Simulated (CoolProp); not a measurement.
A Linde-Hampson liquefier for oxygen: isothermal reversible compression at 200 K from 1 atm to 10 MPa, throttling to 1 atm, return gas leaving the recuperator 2 K below the feed. Each further row changes one setting.

Values from CoolProp's reference Helmholtz-energy equation of state, Schmidt 1985.

| case | liquid yield per pass | compression work (kJ/kg of gas) |
|---|---|---|
| as stated | ___ | 223 |
| high pressure 20 MPa | 0.333 | ___ |
| warm-end temperature 230 K | 0.118 | 264 |
| warm-end gap 7 K | ___ | 223 |

Question: Some entries are withheld; supply them.

Answer: 
- as stated, liquid yield per pass: 0.191
- high pressure 20 MPa, compression work (kJ/kg of gas): 246
- warm-end gap 7 K, liquid yield per pass: 0.179
